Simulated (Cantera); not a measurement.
Feed: 1 mol Mg(OH)₂, 2.8 mol H₂, 0.11 mol CO₂, equilibrated at 410000 Pa.

Cantera equilibrium calculation (NASA polynomials, part measured and part estimated; ideal gas, pure solids and liquids). Candidate condensed phases: C, C₆H₆, C₇H₈, C₈H₁₈, H₂O, Mg, MgCO₃, MgO, Mg(OH)₂; 116 gas species. Rates play no part.

log p: log10 of the partial pressure in bar; n: condensed amount in mol.

| T (K) | log p H₂ | log p H₂O | log p CH₄ | log p CO | log p CO₂ | n MgO(s) |
|---|---|---|---|---|---|---|
| 798 | 0.42 | 0.13 | -0.92 | -3.58 | -3.23 | 1.00 |
| 848 | 0.42 | 0.13 | -0.93 | -2.74 | -2.54 | 1.00 |
| 898 | 0.43 | 0.12 | -0.99 | -2.06 | -2.00 | 1.00 |
| 948 | 0.44 | 0.10 | -1.15 | -1.58 | -1.66 | 1.00 |
| 998 | 0.45 | 0.08 | … | … | -1.51 | 1.00 |
| 1048 | 0.45 | 0.06 | -1.83 | -1.16 | -1.48 | 1.00 |
| 1098 | 0.45 | 0.06 | -2.27 | -1.10 | -1.50 | 1.00 |
| 1148 | 0.45 | 0.06 | -2.71 | -1.07 | -1.54 | 1.00 |
| 1198 | 0.45 | 0.06 | -3.12 | -1.05 | -1.59 | 1.00 |
| 1248 | 0.45 | 0.06 | … | -1.04 | -1.63 | 1.00 |
| 1298 | 0.45 | 0.06 | -3.86 | -1.03 | -1.67 | 1.00 |
| 1348 | 0.45 | 0.06 | -4.19 | -1.02 | -1.71 | 1.00 |
| 1398 | 0.45 | 0.06 | -4.49 | -1.01 | -1.74 | 1.00 |
| 1448 | 0.45 | 0.06 | -4.78 | -1.01 | -1.77 | 1.00 |

Q: What belongs in the gaps?

A: 
- 998, log p CH₄: -1.44
- 998, log p CO: -1.30
- 1248, log p CH₄: -3.50
